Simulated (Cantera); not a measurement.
What does this Cantera script print?

```python
import numpy as np
import cantera as ct

gas = ct.Solution("gri30.yaml")
gas.TPX = 1150, 30000, {'CH4': 1, 'C2H6': 0.055, 'C3H8': 0.061, 'O2': 5.68, 'N2': 21.3}
reactor = ct.IdealGasReactor(gas, energy="on", clone=False)
net = ct.ReactorNet([reactor])
net.rtol, net.atol = 1e-08, 1e-16
show = ['CH4', 'C2H6', 'C3H8', 'CO', 'H2O2']
times = np.geomspace(7e-06, 1, 10)

steps = ct.SolutionArray(gas, extra=["t"])
rows = []
print(f"{'t/s':>10s}{'T/K':>9s}{'P/Pa':>11s}" + "".join(f"{s:>11s}" for s in show))
for t in times:
    while net.time < t:
        t_next = net.step()
        steps.append(gas.state, t=t_next)
    rows.append([np.interp(t, steps.t, y) for y in (steps.T, steps.P, *steps(*show).X.T)])
    print(f"{t:10.3e}{rows[-1][0]:9.1f}{rows[-1][1]:11.4g}" + "".join(f"{x:11.3e}" for x in rows[-1][2:]))
rate = np.gradient(steps.T, steps.t)
print("integrator steps:", len(steps.t))
if steps.T.max() > steps.T[0] + 200:
    print(f"time of steepest temperature rise: {steps.t[rate.argmax()]:.4e} s")
gas.TPX = 1150, 30000, {'CH4': 1, 'C2H6': 0.055, 'C3H8': 0.061, 'O2': 5.68, 'N2': 21.3}
gas.equilibrate("UV")
print(f"equilibrium (UV): T = {gas.T:.1f} K  " + "  ".join(f"{s} {gas[s].X[0]:.3e}" for s in show))
```

It prints:

```
       t/s      T/K       P/Pa        CH4       C2H6       C3H8         CO       H2O2
 7.000e-06   1150.0      3e+04  3.559e-02  1.958e-03  2.171e-03  5.935e-16  6.851e-13
 2.617e-05   1150.0      3e+04  3.559e-02  1.958e-03  2.171e-03  8.904e-14  2.201e-11
 9.787e-05   1150.0      3e+04  3.559e-02  1.958e-03  2.171e-03  3.037e-12  4.708e-10
 3.659e-04   1150.0      3e+04  3.559e-02  1.957e-03  2.170e-03  7.910e-11  7.456e-09
 1.368e-03   1150.0      3e+04  3.559e-02  1.956e-03  2.167e-03  5.244e-09  1.011e-07
 5.116e-03   1150.3  3.001e+04  3.553e-02  1.948e-03  2.141e-03  1.295e-06  6.047e-07
 1.913e-02   1156.5  3.018e+04  3.482e-02  1.909e-03  1.895e-03  1.228e-04  3.011e-06
 7.153e-02   2282.4  5.996e+04  1.054e-20  5.807e-39  8.205e-57  1.790e-03  8.836e-08
 2.674e-01   2269.7  5.961e+04  8.760e-21  4.159e-39  5.028e-57  1.680e-03  8.441e-08
 1.000e+00   2266.1  5.951e+04  8.308e-21  3.778e-39  4.367e-57  1.650e-03  8.332e-08
integrator steps: 2113
time of steepest temperature rise: 2.7345e-02 s
equilibrium (UV): T = 2266.1 K  CH4 1.290e-20  C2H6 7.123e-39  C3H8 8.900e-57  CO 1.649e-03  H2O2 8.331e-08
```

Cantera simulation using GRI-Mech 3.0 (53 species, 325 reactions); the numbers are that mechanism's predictions, not measurements.
